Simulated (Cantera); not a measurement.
Feed: 1 mol SiF4, 54 mol N2, 61 mol H2, equilibrated at 1098.15 K and 100 Torr.

Equilibrium computed with Cantera from the NASA thermochemical tables; the gas is ideal and each condensed phase is pure. Candidate condensed phases: Si, Si3N4; 37 gas species. N2 is the only nitrogen source here; it is nearly inert below about 1500 K, so the nitride shown seldom forms there in practice. The numbers say what is thermodynamically allowed, not how fast it happens.

Base state: H2 0.525, N2 0.465, SiF4 0.00841, HF 0.000630, SiHF3 6.54e-5, NH3 1.11e-5 (mole fractions); condensed: Si3N4(s).

**Question.** What changes in the equilibrium state with this change: temperature from 1098.15 K to 1548.15 K?

**Answer.** 
```
species          before     after
-------------  --------  --------
H2                0.525     0.523
N2                0.465     0.465
SiF4            0.00841   0.00588
HF             0.000630   0.00479
SiF2            5.17e-9  0.000191
H               4.93e-8   6.11e-5
SiF3            5.40e-6   0.00146
SiH2F2          2.58e-7   1.49e-5
Si3N4(s), mol   0.00540    0.0239
```
The tables' values for SiF3, SiF2 are old estimates; treat these amounts as uncertain.
